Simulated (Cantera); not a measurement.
An adiabatic, constant-pressure homogeneous reactor starts with CH4 : O2 : N2 : H2O = 1 : 4.35 : 16.3 : 0.51 (molar parts), at 1223 K and 3750 Torr.

Model: GRI-Mech 3.0 (53 species, 325 reactions), integrated in Cantera.

Question: Predict: time of steepest temperature rise; temperature at 1.00 s; equilibrium temperature; x(O2) at 1.00 s; x(H2O) at 1.00 s; x(H) at 1.00 s; x(NO) at 1.00 s.

Answer: 
| Item | Result |
|---|---|
| time of steepest temperature rise | 5.26 ms |
| temperature at 1.00 s | 2143 K |
| equilibrium temperature | 2143 K |
| x(O2) at 1.00 s | 0.102 (gas-phase equilibrium 0.102) |
| x(H2O) at 1.00 s | 0.112 (gas-phase equilibrium 0.112) |
| x(H) at 1.00 s | 2.04e-5 (gas-phase equilibrium 2.04e-5) |
| x(NO) at 1.00 s | 0.00742 (gas-phase equilibrium 0.00744) |
